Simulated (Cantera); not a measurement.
BF3 + O2 + N2 (boron, boron nitride and boron oxide)

A closed system holds: 1 mol BF3, 0.066 mol O2, 0.66 mol N2, equilibrated at 56.0 Pa.

Method: chemical equilibrium by Gibbs-energy minimisation in Cantera with the NASA 1993 tables (ideal gas, pure condensed phases). Candidate condensed phases: B, BN, B2O3; 31 gas species. The tables' values for BF2 are old estimates; treat these amounts as uncertain. Rates play no part.

```
T (K)  x BF3   x N2     x F    x BOF      x O2     x BF2       x O
-----  -----  -----  ------  -------  --------  --------  --------
1800   0.566  0.378  0.0137  0.00683    0.0334   8.25e-6  0.000939
1850   0.560  0.376  0.0206   0.0103    0.0311   1.68e-5   0.00144
1900   0.551  0.373  0.0301   0.0150    0.0280   3.31e-5   0.00211
1950   0.539  0.369  0.0426   0.0213    0.0240   6.33e-5   0.00296
2000   0.524  0.364  0.0584   0.0291    0.0192  0.000118   0.00391
2050   0.506  0.359  0.0770   0.0383    0.0136  0.000217   0.00479
2100   0.487  0.353  0.0966   0.0481   0.00800  0.000399   0.00526
2150   0.471  0.348   0.114   0.0567   0.00355  0.000751   0.00492
2200   0.459  0.345   0.126   0.0623   0.00112   0.00147   0.00383
2250   0.452  0.343   0.133   0.0651  0.000283   0.00293   0.00262
2300   0.446  0.342   0.138   0.0663   6.84e-5   0.00575   0.00174
2350   0.437  0.340   0.144   0.0666   1.77e-5    0.0109   0.00117
```
x: gas mole fraction; nothing condenses.

From 1800 K to 2350 K nothing is condensed. The main B-bearing gas is BF3 throughout.
